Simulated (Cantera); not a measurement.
A closed system holds: 1 mol AlN, 0.87 mol Cl2.

These are equilibrium values from Cantera (NASA tables, ideal gas, pure condensed phases), not measurements of a reactor. Candidate condensed phases: Al, AlCl3, AlN; 11 gas species. The tables' values for AlCl2 are old estimates. Equilibrium is a limit: real reactors are often held back by kinetics, nucleation or transport.

Question: What condenses at these points (T in °C, P in Pa): (702, 19000); (1202, 5.2); (1102, 19000); (1102, 140); (902, 720)?

Answer: 
```json
[
 {"T (°C)": "702", "P in Pa": "19000", "condensed phases": "AlN", "Al condensed (%)": "42.0"},
 {"T (°C)": "1202", "P in Pa": "5.2", "condensed phases": "gas only", "Al condensed (%)": "0.0"},
 {"T (°C)": "1102", "P in Pa": "19000", "condensed phases": "AlN", "Al condensed (%)": "41.9"},
 {"T (°C)": "1102", "P in Pa": "140", "condensed phases": "AlN", "Al condensed (%)": "40.0"},
 {"T (°C)": "902", "P in Pa": "720", "condensed phases": "AlN", "Al condensed (%)": "42.0"}
]
```
